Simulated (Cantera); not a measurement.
**Equilibrium for metals in furnace atmospheres: Pb + CO + N2**

Charge: 1 mol Pb, a varied amount of CO, 1.4 mol N2, held at 49.0 mbar.

Equilibrium computed with Cantera from the NASA thermochemical tables; the gas is ideal and each condensed phase is pure. Candidate condensed phases: C, Pb, PbO, PbO2, Pb3O4; 27 gas species. Equilibrium is a limit: real reactors are often held back by kinetics, nucleation or transport.

**Question.** Map the stable condensed phases over T = 1323, 1373, 1423, 1473, 1523, 1573, 1623, 1673, 1723, 1773, 1823, 1873, 1923, 1973 K and n(CO) in mol = 0.44, 0.64, 0.85, 1.1, 1.3, 1.5, 1.7, 1.9, 2.1, 2.3, 2.5.

**Answer.** 
```
T in K \ n(CO) in mol
         0.44 0.64 0.85  1.1  1.3  1.5  1.7  1.9  2.1  2.3  2.5
   1973     A    A    A    A    A    A    A    A    A    A    A
   1923     A    A    A    A    A    A    A    A    A    A    A
   1873     A    A    A    A    A    A    A    A    A    A    A
   1823     A    A    A    A    A    A    A    A    A    A    A
   1773     A    A    A    A    A    A    A    A    A    A    A
   1723     A    A    A    A    A    A    A    A    A    A    A
   1673     A    A    A    A    A    A    A    A    A    A    A
   1623     A    A    A    A    A    A    A    A    A    A    A
   1573     A    A    A    A    A    A    A    A    A    A    A
   1523     A    A    A    A    A    A    A    A    A    A    A
   1473     A    A    A    A    A    A    A    A    A    A    A
   1423     B    B    B    B    B    B    B    B    A    A    A
   1373     B    B    B    B    B    B    B    B    B    B    B
   1323     B    B    B    B    B    B    B    C    C    C    C
```
A: gas only; B: Pb; C: C + Pb.
